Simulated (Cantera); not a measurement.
# Al + Br2 (aluminium and copper etching)

Feed: 1 mol Al, 1.6 mol Br2, at 53.0 mbar.

Equilibrium computed with Cantera from the NASA thermochemical tables; the gas is ideal and each condensed phase is pure. Candidate condensed phases: Al, AlBr3, Br2; 7 gas species. Rates play no part.

From 202 °C to 1102 °C nothing is condensed. The main Al-bearing gas is Al2Br6 at 202 °C and AlBr3 at 1102 °C.

```tsv
T (°C)	log p AlBr3	log p Al2Br6	log p Br2	log p Br	log p AlBr
202	-3.16	-1.36	-2.06	-8.89	<-13
277	-2.33	-1.40	-2.07	-7.44	<-13
352	-1.77	-1.54	-2.13	-6.36	<-13
427	-1.46	-1.91	-2.23	-5.54	<-13
502	-1.35	-2.48	-2.29	-4.87	<-13
577	-1.33	-3.07	-2.31	-4.30	<-13
652	-1.32	-3.59	-2.32	-3.82	<-13
727	-1.32	-4.04	-2.34	-3.41	<-13
802	-1.32	-4.42	-2.36	-3.06	<-13
877	-1.32	-4.75	-2.41	-2.78	-12.78
952	-1.33	-5.04	-2.49	-2.54	-11.45
1027	-1.34	-5.30	-2.61	-2.36	-10.22
1102	-1.34	-5.53	-2.79	-2.23	-9.06
```
log p: log10 of the partial pressure in bar; nothing condenses.
